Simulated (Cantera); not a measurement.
Mixture: 2.62 % C₃H₈, 12.0 % O₂, 78.5 % N₂, 6.81 % CO₂, at 1000000 Pa, adiabatic and at constant volume. Ignition delay is the time to a rise of 400 K.

Computed with Cantera and GRI-Mech 3.0 (53 species, 325 reactions). GRI-Mech 3.0 was tuned for natural gas; its chemistry of propane as a main component is partial and can be far from experiment.

### Question
Predict: delay at 1000 K; delay at 1200 K; delay at 1400 K; delay at 1600 K; delay at 1800 K; apparent activation energy between 1600 and 1800 K.

### Answer
| Property | Result |
|---|---|
| delay at 1000 K | 0.117 s |
| delay at 1200 K | 2.47 ms |
| delay at 1400 K | 95.8 µs |
| delay at 1600 K | 10.8 µs |
| delay at 1800 K | 2.83 µs |
| apparent activation energy between 1600 and 1800 K | 160 kJ/mol |
